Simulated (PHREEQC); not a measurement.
**Polishing slurry liquid: an equilibrium model**

Consider water at 48 °C with 0.19 mol K2CO3, 0.017 mol CO2 and 0.026 mol H2SO4 per kg of water. Closed to the air; pH follows from the charge balance.

Computed with PHREEQC (ion-association model, phreeqc.dat).

Precipitation was switched off in this run.

Problem. Predict the pH, ionic strength, activity of water.

Solution. pH 9.83; ionic strength 0.506 mol/kgw; activity of water 0.990.

Problem. In which forms is S present?

Solution. SO4-2 60 %, KSO4- 40 % of the S.

Constants without temperature data keep their 25 °C values here.
